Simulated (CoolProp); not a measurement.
The numbers come from the reference Helmholtz-energy equation of state, Akasaka 2024 in CoolProp.

### Question
Give the vapour pressure (bar), liquid density (kg/m³), vapour density (kg/m³), enthalpy of vaporisation (kJ/kg) of saturated R1132(E) at -3.55 °C.

### Answer
| T (°C) | p (bar) | liquid density (kg/m³) | vapour density (kg/m³) | enthalpy of vaporisation (kJ/kg) |
|---|---|---|---|---|
| -3.55 | 7.30 | 1010 | 24.0 | 256 |
